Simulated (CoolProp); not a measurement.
Computed with CoolProp (reference Helmholtz-energy equation of state, Lemmon 2006). It is a short technical equation, of lower accuracy than the large ones.

Q: Give the vapour pressure (kPa), enthalpy of vaporisation (kJ/kg), liquid viscosity (µPa s), vapour viscosity (µPa s) of saturated toluene at 438.9 K.

A: 
```tsv
T (K)	p (kPa)	enthalpy of vaporisation (kJ/kg)	liquid viscosity (µPa s)	vapour viscosity (µPa s)
438.9	388	321	171	9.99
```

Viscosity comes from a separate model (Avgeri 2015).
